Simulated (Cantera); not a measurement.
# Hydrocarbon pyrolysis for carbon deposition

An isothermal, constant-pressure homogeneous reactor starts with CH4 : N2 = 1 : 160 (molar parts), at 1698 K and 1.00 bar.

Detailed kinetics in Cantera: GRI-Mech 3.0 (53 species, 325 reactions). GRI-Mech 3.0 stops at C3 and has no aromatics, soot or wall deposition, so with more carbon than oxygen in the feed, carbon stays in small species such as C2H2 where larger ones or solid carbon would form.

| t (s) | x CH4 | x C2H2 | x CH3 | x CH2 | x HCN | x C2H4 |
|---|---|---|---|---|---|---|
| 0.000100 | 0.00620 | 7.42e-11 | 1.04e-5 | 1.33e-9 | 1.15e-12 | 1.54e-8 |
| 0.000242 | 0.00618 | 2.76e-9 | 2.52e-5 | 6.04e-9 | 1.11e-11 | 2.26e-7 |
| 0.000585 | 0.00614 | 9.70e-8 | 5.80e-5 | 2.62e-8 | 1.23e-10 | 3.03e-6 |
| 0.00141 | 0.00599 | 3.24e-6 | 0.000121 | 9.67e-8 | 1.81e-9 | 3.42e-5 |
| 0.00342 | 0.00534 | 8.66e-5 | 0.000187 | 2.28e-7 | 3.46e-8 | 0.000226 |
| 0.00827 | 0.00392 | 0.000760 | 0.000140 | 1.95e-7 | 2.62e-7 | 0.000295 |
| 0.0200 | 0.00254 | 0.00170 | 8.14e-5 | 1.14e-7 | 7.53e-7 | 8.15e-5 |
| 0.0484 | 0.00143 | 0.00233 | 4.41e-5 | 6.38e-8 | 1.57e-6 | 2.07e-5 |
| 0.117 | 0.000696 | 0.00272 | 2.13e-5 | 3.19e-8 | 2.69e-6 | 5.39e-6 |
| 0.283 | 0.000309 | 0.00292 | 9.48e-6 | 1.45e-8 | 3.97e-6 | 2.07e-6 |
| 0.684 | 0.000131 | 0.00302 | 4.02e-6 | 6.21e-9 | 5.24e-6 | 1.48e-6 |
| 1.65 | 5.45e-5 | 0.00305 | 1.67e-6 | 2.59e-9 | 6.51e-6 | 1.40e-6 |
| 4.00 | 2.26e-5 | 0.00307 | 6.95e-7 | 1.08e-9 | 7.81e-6 | 1.39e-6 |
x: mole fraction; the columns are a selection and need not sum to one.

Equilibrium at this temperature and pressure: CH4 1.19e-6, C2H2 0.000108, CH3 3.67e-8, CH2 5.72e-11, HCN 0.00595, C2H4 4.92e-8 (gas phase only).
